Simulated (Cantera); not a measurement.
Input (Python, Cantera) and output of one run.

```python
import numpy as np
import cantera as ct

gas_names = """
    Ca CaF CaF2 CaO Ca2 F FO FO2 F2 F2O O O2 O3
""".split()
cond_names = """
    Ca(a) Ca(b) Ca(L) CaF2(a) CaF2(b) CaF2(L) CaO(s) CaO(L)
""".split()


def load(file, names, dense=False):
    # The tables refer to 1 bar. Condensed volumes are neglected.
    table = {s.name: s for s in ct.Species.list_from_file(file)}
    out = []
    for n in names:
        d = dict(table[n].input_data)
        d["thermo"] = dict(d["thermo"], **{"reference-pressure": 1e5})
        if dense:
            d["equation-of-state"] = {"model": "constant-volume", "density": "1e6 g/cm^3"}
        out.append(ct.Species.from_dict(d))
    return out


gas = ct.Solution(thermo="ideal-gas", species=load("nasa_gas.yaml", gas_names))
cond = {s.name: ct.Solution(thermo="fixed-stoichiometry", species=[s], name=s.name)
        for s in load("nasa_condensed.yaml", cond_names, dense=True)}
atoms = {
    'CaO': {'Ca': 1, 'O': 1},
    'F2': {'F': 2},
    'O2': {'O': 2},
}
top_T = {}  # K; cautious upper limits of use, not melting points


def equilibrate(T, P, feed):
    n = {}
    for name, mol in feed.items():
        for a, k in atoms[name].items():
            n[a] = n.get(a, 0.0) + k * mol
    gas.TPX = T, P, n
    mass = sum(n.values()) * gas.mean_molecular_weight
    gas.equilibrate("TP")
    valid = [c for c in cond.values() if c.min_temp <= T <= top_T.get(c.name, c.max_temp)]
    mix = ct.Mixture([(gas, mass / gas.mean_molecular_weight)] + [(c, 0.0) for c in valid])
    mix.T, mix.P = T, P
    mix.equilibrate("TP", solver="vcs", rtol=1e-11, max_steps=5000)
    return mix


results = []
feed = {'CaO': 1, 'F2': 11, 'O2': 0.32}  # mol
P = 4.8  # Pa
for T in [1273, 1323, 1373, 1423, 1473, 1523, 1573, 1623]:
    mix = equilibrate(T, P, feed)
    results.append((T, P, feed, dict(zip(mix.species_names, mix.species_moles))))
    x = sorted(zip(gas.X, gas.species_names), reverse=True)
    print(f"T = {T:g} K  P = {P:g} Pa  gas = {mix.phase_moles(0):.4g} mol")
    print("   x: " + "  ".join(f"{s} {v:.3e}" for v, s in x if v > 0.001))
    print("   condensed (mol): " + ("  ".join(f"{mix.phase(i).name} {mix.phase_moles(i):.4g}"
          for i in range(1, mix.n_phases) if mix.phase_moles(i) > 1e-12) or "none"))
```

It prints:

```
T = 1273 K  P = 4.8 Pa  gas = 20.82 mol
   x: F 9.604e-01  O2 3.938e-02
   condensed (mol): CaF2(a) 0.9972
T = 1323 K  P = 4.8 Pa  gas = 20.83 mol
   x: F 9.600e-01  O2 3.936e-02
   condensed (mol): CaF2(a) 0.9879
T = 1373 K  P = 4.8 Pa  gas = 20.87 mol
   x: F 9.584e-01  O2 3.929e-02  CaF2 2.273e-03
   condensed (mol): CaF2(a) 0.9526
T = 1423 K  P = 4.8 Pa  gas = 20.99 mol
   x: F 9.529e-01  O2 3.905e-02  CaF2 8.000e-03
   condensed (mol): CaF2(a) 0.8321
T = 1473 K  P = 4.8 Pa  gas = 21.36 mol
   x: F 9.363e-01  O2 3.835e-02  CaF2 2.530e-02
   condensed (mol): CaF2(b) 0.4595
T = 1523 K  P = 4.8 Pa  gas = 21.82 mol
   x: F 9.165e-01  CaF2 4.583e-02  O2 3.750e-02
   condensed (mol): none
T = 1573 K  P = 4.8 Pa  gas = 21.82 mol
   x: F 9.165e-01  CaF2 4.582e-02  O2 3.743e-02
   condensed (mol): none
T = 1623 K  P = 4.8 Pa  gas = 21.83 mol
   x: F 9.163e-01  CaF2 4.582e-02  O2 3.730e-02
   condensed (mol): none
```

Equilibrium computed with Cantera from the NASA thermochemical tables; the gas is ideal and each condensed phase is pure.
